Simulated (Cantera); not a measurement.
Standard-state values (1 bar) from the NASA 1993 polynomials, evaluated with Cantera. Values are per mole of reaction as written; species without (g) are pure solids or liquids, kept so even where they would boil at 1 bar. TaC: taken at fixed stoichiometry.

Problem. Between 498 and 798 K, where is each reaction favourable under standard conditions?
- 2 CO2(g) + Ta2O5 ⇌ 2 TaC + 9 O(g)

Solution. 
- 2 CO2(g) + Ta2O5 ⇌ 2 TaC + 9 O(g): ΔG° is 4305 kJ at 498 K and 4006 kJ at 798 K; it stays positive (K < 1). ΔH° is 4803 kJ and ΔS° 998 J/K at 798 K.
